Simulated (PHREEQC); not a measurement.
0.013 g of hydrous ferric oxide (600 m²/g; 0.2 weak and 0.005 strong sites per Fe, Dzombak-Morel constants, diffuse double layer) in 1 kg of water with 0.001 mol/kgw of an inert sodium salt and 3.9e-08 mol NaH2PO4, 1.7e-06 mol Na2HAsO4 and 4.2e-07 mol NiCl2, at 25 °C; the pH is set by adding NaOH or the inert anion's acid. Oxygen alone is held at its pressure in air (log pO2 = -0.68). CO2 from the air is kept out. Precipitation was switched off in this run.

Base run: PHREEQC, ion-association model, wateq4f.dat. Each further column changes one thing. The table gives P sorbed (%).

| pH | base | no electrostatic term (-no_edl) | background salt from 0.001 to 0.0001 mol/kgw | oxide from 0.013 to 0.065 g/kgw |
|---|---|---|---|---|
| 3 | 100.0 | 39.5 | 100.0 | 100.0 |
| 3.38 | 100.0 | 41.4 | 100.0 | 100.0 |
| 4.12 | 100.0 | 43.0 | 100.0 | 100.0 |
| 4.5 | 100.0 | 43.6 | 100.0 | 100.0 |
| 5.25 | 100.0 | 47.3 | 100.0 | 100.0 |
| 5.62 | 100.0 | 52.2 | 100.0 | 100.0 |
| 6.38 | 99.8 | 70.4 | 99.9 | 100.0 |
| 6.75 | 99.6 | 78.8 | 99.6 | 100.0 |
| 7.5 | 95.4 | 85.5 | 95.8 | 99.6 |
| 7.88 | 82.4 | 85.1 | 83.5 | 98.3 |
| 8.62 | 19.0 | 79.7 | 19.8 | 70.6 |
| 9 | 5.5 | 72.5 | 5.7 | 31.1 |

H3PO4, which wateq4f.dat lacks, is added to it with the constant of phreeqc.dat. The database has no phosphate complexes of Ni. The database has no arsenate complexes of Ni. The oxide is taken as insoluble; below pH 4 it would dissolve.
